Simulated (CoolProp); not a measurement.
Properties of normal hydrogen along the isotherm 35.6 K.

Values from CoolProp's reference Helmholtz-energy equation of state, Leachman 2009.

```tsv
p (MPa)	phase	density (kg/m³)	cp (kJ/(kg K))	expansivity (1/kK)	viscosity (µPa s)	conductivity (mW/(m K))
0.00205	gas	0.01397	10.32	28.12	1.78	27.4
0.00466	gas	0.03177	___	28.16	1.78	27.5
0.0106	gas	0.07235	10.35	28.26	1.78	27.5
0.0242	gas	0.1656	___	28.47	1.78	___
0.055	gas	0.3789	10.49	28.97	1.79	27.9
0.125	gas	0.8743	10.74	30.17	1.79	28.5
0.285	gas	___	11.39	33.32	1.81	29.9
0.648	gas	5.188	___	___	___	33.3
```

Task: Some entries are withheld; supply them.

Result: 
- 0.00466, cp (kJ/(kg K)): 10.33
- 0.0242, cp (kJ/(kg K)): 10.39
- 0.0242, conductivity (mW/(m K)): 27.6
- 0.285, density (kg/m³): 2.068
- 0.648, cp (kJ/(kg K)): 13.52
- 0.648, expansivity (1/kK): 43.61
- 0.648, viscosity (µPa s): 1.88

Viscosity comes from a separate model (Muzny 2013). Thermal conductivity comes from a separate model (Assael 2011).
